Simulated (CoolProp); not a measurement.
Saturation properties of R152A.

The numbers come from the reference Helmholtz-energy equation of state, Outcalt 1996 in CoolProp. It is a modified Benedict-Webb-Rubin equation, recast in Helmholtz form.

```json
[
 {"T (K)": "248.7", "p (MPa)": "0.09942", "vapour viscosity (µPa s)": "9.24", "liquid conductivity (mW/(m K))": "124"},
 {"T (K)": "263.9", "p (MPa)": "0.1869", "vapour viscosity (µPa s)": "9.83", "liquid conductivity (mW/(m K))": "117"},
 {"T (K)": "279.1", "p (MPa)": "0.3252", "vapour viscosity (µPa s)": "10.4", "liquid conductivity (mW/(m K))": "110"},
 {"T (K)": "294.3", "p (MPa)": "0.5313", "vapour viscosity (µPa s)": "11.1", "liquid conductivity (mW/(m K))": "103"},
 {"T (K)": "309.5", "p (MPa)": "0.8239", "vapour viscosity (µPa s)": "11.7", "liquid conductivity (mW/(m K))": "96.1"},
 {"T (K)": "324.7", "p (MPa)": "1.224", "vapour viscosity (µPa s)": "12.4", "liquid conductivity (mW/(m K))": "89.6"},
 {"T (K)": "339.9", "p (MPa)": "1.754", "vapour viscosity (µPa s)": "13.3", "liquid conductivity (mW/(m K))": "83.2"},
 {"T (K)": "355.2", "p (MPa)": "2.445", "vapour viscosity (µPa s)": "14.6", "liquid conductivity (mW/(m K))": "76.7"},
 {"T (K)": "370.4", "p (MPa)": "3.323", "vapour viscosity (µPa s)": "16.7", "liquid conductivity (mW/(m K))": "70.4"}
]
```

It boils at 249.1 K under 1 atm.

Viscosity comes from a separate model (Bell 2016), an estimate that may be off by 10 % or more. Thermal conductivity comes from a separate model (Krauss 1996).
